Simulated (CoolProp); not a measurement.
A single-stage vapour-compression cycle with propane: evaporating at 256.15 K (dew point), condensing at 301.15 K (bubble point), superheat 8 K, subcooling 5 K, compressor efficiency 0.6, no pressure losses. Each further row changes one setting.

Model: reference Helmholtz-energy equation of state, Lemmon 2009, in CoolProp.

```csv
case,cooling COP,pressure ratio,discharge temperature (K),refrigerating effect (kJ/kg),volumetric capacity (kJ/m³)
as stated,2.86,3.77,337.0,309,1810
evaporating temperature 261.15 K,3.35,3.18,333.1,315,2170
condensing temperature 296.15 K,3.31,3.33,330.0,322,1890
subcooling 10 K,2.99,3.77,337.0,322,1890
superheat 18 K,2.87,3.77,347.5,325,1820
compressor efficiency 0.5,2.38,3.77,347.6,309,1810
```
